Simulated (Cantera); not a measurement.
Boron, boron nitride and boron oxide: borazine + H2O + N2

Input: 1 mol borazine, 8.9 mol H2O, 7.5 mol N2, at 0.000110 bar.

These are equilibrium values from Cantera (NASA tables, ideal gas, pure condensed phases), not measurements of a reactor. Candidate condensed phases: B, BN, B2O3, B3O3H3, H2O; 39 gas species. The feed counts by its element totals alone. Kinetics and transport are ignored.

From 1498 K to 2098 K nothing is condensed. The main B-bearing gas is HBO2 throughout.

```csv
T (K),x N2,x H2,x H,x H2O,x HBO2,x BO
1498,0.402,0.334,0.000947,0.134,0.125,1.25e-5
1548,0.401,0.333,0.00170,0.134,0.124,2.77e-5
1598,0.401,0.333,0.00293,0.135,0.123,5.85e-5
1648,0.401,0.331,0.00489,0.135,0.121,0.000118
1698,0.400,0.329,0.00791,0.136,0.120,0.000226
1748,0.399,0.326,0.0124,0.136,0.118,0.000416
1798,0.398,0.321,0.0190,0.136,0.116,0.000737
1848,0.395,0.315,0.0284,0.136,0.114,0.00126
1898,0.392,0.306,0.0412,0.136,0.110,0.00206
1948,0.388,0.295,0.0585,0.135,0.107,0.00326
1998,0.383,0.280,0.0809,0.132,0.102,0.00497
2048,0.375,0.261,0.109,0.129,0.0954,0.00733
2098,0.365,0.240,0.144,0.123,0.0875,0.0104
```
x: gas mole fraction; nothing condenses.
